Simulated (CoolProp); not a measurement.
Propylene along the isobar 4.29 bar: fugacity coefficient from the reference equation and from simpler models built on Tc = 91.1 °C, pc = 45.55 bar, ω = 0.146; each cubic takes its own stable root.

Computed with CoolProp (reference Helmholtz-energy equation of state, Lemmon 2013).

```csv
T (°C),phase,reference
-35.95,liquid,0.3745
-13.65,liquid,0.8134
8.55,gas,0.9282
30.75,gas,0.9435
53.05,gas,0.9547
75.25,gas,0.9631
97.55,gas,0.9696
119.75,gas,0.9747
142.05,gas,0.9787
164.25,gas,0.9821
186.45,gas,0.9848
208.75,gas,0.9871
230.95,gas,0.9890
253.25,gas,0.9906
275.45,gas,0.9920
297.75,gas,0.9931
```

Problem. How far does each simpler model (van der Waals, Redlich-Kwong, Soave-Redlich-Kwong, Peng-Robinson) lie from the reference over these 16 states: mean and median of the absolute difference, and the worst?

Solution. 
- van der Waals: mean 10.6 %, median 0.2 %, worst +146.8 % at -35.95 °C and 4.29 bar
- Redlich-Kwong: mean 2.5 %, median 0.1 %, worst +25.1 % at -35.95 °C and 4.29 bar
- Soave-Redlich-Kwong: mean 0.1 %, median 0.1 %, worst +0.9 % at -13.65 °C and 4.29 bar
- Peng-Robinson: mean 0.2 %, median 0.2 %, worst +0.5 % at -35.95 °C and 4.29 bar

At some of these states van der Waals, Redlich-Kwong gives the other phase, because its saturation line lies elsewhere.
